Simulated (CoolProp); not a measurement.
c-C4F8 (RC318) at 293.15 K and 0.0599 MPa is compressed adiabatically to 0.167 MPa with isentropic efficiency 0.8. Each further row changes one setting.

Computed with CoolProp (reference Helmholtz-energy equation of state, Platzer 1990). This equation is an older, rougher fit.

```json
[
 {"case": "as stated", "work (kJ/kg)": "15.6", "final temperature (K)": "314.2", "final density (kg/m³)": "13.3"},
 {"case": "efficiency 1", "work (kJ/kg)": "12.5", "final temperature (K)": "310.4", "final density (kg/m³)": "13.5"},
 {"case": "efficiency 0.65", "work (kJ/kg)": "19.2", "final temperature (K)": "318.6", "final density (kg/m³)": "13.1"}
]
```
